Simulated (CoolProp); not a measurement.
Vapour-liquid equilibrium of R134a (1) + R123 (2) at 340.1 K; x and y are mole fractions of (1).

The numbers come from the multi-fluid Helmholtz-energy mixture model, Tillner-Roth 1994 and Younglove 1994; pair parameters Bell 2016 in CoolProp.

**Question.** Give the bubble pressure and the first vapour's composition at x = 0.425, 0.575, 0.725. Is there an azeotrope?

**Answer.** x = 0.425: 1067 kPa, y = 0.757; x = 0.575: 1296 kPa, y = 0.833; x = 0.725: 1521 kPa, y = 0.893. No azeotrope shows between x = 0.05 and 0.95.

The pair parameters rest on a limited set of measurements; away from them the model extrapolates. The gap from Raoult's law changes sign with composition, which may be real or a fault of the pair parameters; it wasn't checked against measurements.
